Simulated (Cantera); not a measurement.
Input: 1 mol SiH2Cl2, 0.0038 mol C3H8, 160 mol H2, equilibrated at 12000 Pa.

These are equilibrium values from Cantera (NASA tables, ideal gas, pure condensed phases), not measurements of a reactor. Candidate condensed phases: C, C6H6, C7H8, C8H18, Si, SiC; 109 gas species. Mutual solubility and eutectic melting of coexisting phases are not modelled. The tables' values for SiCl are old estimates; treat these amounts as uncertain. Gases not in the tables: Si2H6 and higher silanes. Kinetics and transport are ignored.

Q: At 1850 K, list the 5 most abundant gas species with their mole fractions, and the condensed phases.

A: H2 0.986, HCl 0.0115, H 0.00154, SiCl2 0.000389, Si 5.37e-5. Condensed: Si(l) + SiC(s).
